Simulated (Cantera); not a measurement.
Charge: 1 mol Ca(OH)₂, 0.56 mol H₂, 0.056 mol CO₂, equilibrated at 2075 K and 0.133 bar.

Cantera equilibrium calculation (NASA polynomials, part measured and part estimated; ideal gas, pure solids and liquids). Candidate condensed phases: C, C₆H₆, C₇H₈, C₈H₁₈, Ca, CaCO₃, CaO, Ca(OH)₂, H₂O; 115 gas species. The numbers say what is thermodynamically allowed, not how fast it happens.

Q: What is the equilibrium state?

A: 
| Quantity | Result |
|---|---|
| x(H₂O) | 0.641 |
| x(H₂) | 0.320 |
| x(CO) | 0.0245 |
| x(CO₂) | 0.0101 |
| x(H) | 0.00412 |
| x(OH) | 0.000943 |
| x(Ca(OH)₂) | 0.000115 |
| x(CaOH) | 1.54e-5 |
| x(O) | 8.73e-6 |
| n(CaO(s)) | 1.000 mol |
| gas amount | 1.620 mol |
| log10 activity of C(graphite) (absent) | -6.84 |
| log10 activity of Ca(l) (absent) | -7.37 |
